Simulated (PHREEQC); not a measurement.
A solution holds 89 mmol/kgw H2SO4, 0.00064 mmol/kgw H4SiO4 and 26 mmol/kgw KH2PO4, at 20 °C. Closed to the air; pH follows from the charge balance.

Computed with PHREEQC (ion-association model, wateq4f.dat).

```json
[
 {"quantity": "pH", "before": "1.14", "after": "1.08"},
 {"quantity": "ionic strength (mol/kgw)", "before": "0.138", "after": "0.148"},
 {"quantity": "HSO4- (mol/kgw)", "before": "0.0650", "after": "0.0668"},
 {"quantity": "K+ (mol/kgw)", "before": "0.0248", "after": "0.0249"},
 {"quantity": "H3PO4 (mol/kgw)", "before": "0.0230", "after": "0.140"},
 {"quantity": "SO4-2 (mol/kgw)", "before": "0.0228", "after": "0.0212"},
 {"quantity": "SI of Quartz (SiO2)", "before": "-2.12", "after": "-2.12"}
]
```

Task: Which change was made?
(A) temperature from 20 to 35 °C
(B) H4SiO4 from 6.4e-07 to 1.28e-07 mol/kgw
(C) 0.13 mol/kgw H3PO4 added
(D) diluted 10-fold with water
(E) KH2PO4 replaced by K2HPO4 at the same molality

Result: C, 0.13 mol/kgw H3PO4 added

Precipitation was switched off in this run. H3PO4, which wateq4f.dat lacks, is added to it with the constant of phreeqc.dat.
